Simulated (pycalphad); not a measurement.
Source of the numbers: pycalphad with the COST 507 light-alloy database (1999); pressure 1 atm. The database dates from 1999; later assessments differ in places, in temperatures and in the compounds included. Phase fractions are per mole of atoms.

Give the equilibrium state of C-0.69B (at.%) at 227 °C.

graphite, fraction 0.991, with <0.01 B at.%; B4C, fraction 0.009, with 80.0 B at.%.

Database names, with the compositions (at.%) that they take in these runs: B4C: B 80 C 20.
